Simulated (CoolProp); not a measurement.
A simple Rankine cycle with benzene: condensing at 317.15 K, boiler at 1.52 MPa, turbine inlet 491.6 K, turbine efficiency 0.65, pump efficiency 0.6, no recuperator. Each further row changes one setting.

Values from CoolProp's reference Helmholtz-energy equation of state, Thol 2012.

```json
[
 {"case": "as stated", "thermal efficiency (%)": "16.6", "net work (kJ/kg)": "106", "heat in (kJ/kg)": "638", "turbine exit temperature (K)": "?", "volume ratio over the turbine": "53.8"},
 {"case": "turbine inlet 511.6 K", "thermal efficiency (%)": "16.6", "net work (kJ/kg)": "113", "heat in (kJ/kg)": "678", "turbine exit temperature (K)": "425.3", "volume ratio over the turbine": "?"},
 {"case": "condensing temperature 309.15 K", "thermal efficiency (%)": "17.5", "net work (kJ/kg)": "114", "heat in (kJ/kg)": "?", "turbine exit temperature (K)": "397.5", "volume ratio over the turbine": "73.8"},
 {"case": "boiler pressure 1.06 MPa", "thermal efficiency (%)": "15.5", "net work (kJ/kg)": "101", "heat in (kJ/kg)": "651", "turbine exit temperature (K)": "415.3", "volume ratio over the turbine": "35.6"},
 {"case": "turbine efficiency 0.55", "thermal efficiency (%)": "?", "net work (kJ/kg)": "?", "heat in (kJ/kg)": "638", "turbine exit temperature (K)": "?", "volume ratio over the turbine": "55.4"}
]
```

Some entries are withheld; supply them.


- as stated, turbine exit temperature (K): 403.1
- turbine inlet 511.6 K, volume ratio over the turbine: 52.6
- condensing temperature 309.15 K, heat in (kJ/kg): 652
- turbine efficiency 0.55, thermal efficiency (%): 14.0
- turbine efficiency 0.55, net work (kJ/kg): 89.3
- turbine efficiency 0.55, turbine exit temperature (K): 414.4
